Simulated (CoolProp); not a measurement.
Vapour-liquid equilibrium of o-xylene (1) + n-undecane (2) at 516 K; x and y are mole fractions of (1).

Computed with CoolProp (multi-fluid Helmholtz-energy mixture model, Zhou 2012 and Aleksandrov 2011; pair parameters Bell 2016).

```csv
x,"bubble pressure, mixture model (bar)","bubble pressure, Raoult's law (bar)","y, mixture model","y, Raoult's law"
0.05,3.043,3.088,0.105,0.127
0.15,3.477,3.590,0.284,0.328
0.25,3.934,4.092,0.431,0.480
0.35,4.410,4.594,0.552,0.599
0.45,4.903,5.096,0.653,0.694
0.55,5.411,5.598,0.738,0.772
0.65,5.933,6.100,0.811,0.837
0.75,6.467,6.602,0.874,0.893
0.85,7.015,7.104,0.929,0.940
0.95,7.574,7.606,0.978,0.981
```

The largest gap from Raoult's law is -4.0 % in bubble pressure, at x = 0.35. No azeotrope shows between x = 0.05 and 0.95.

The pair parameters rest on a limited set of measurements; away from them the model extrapolates.
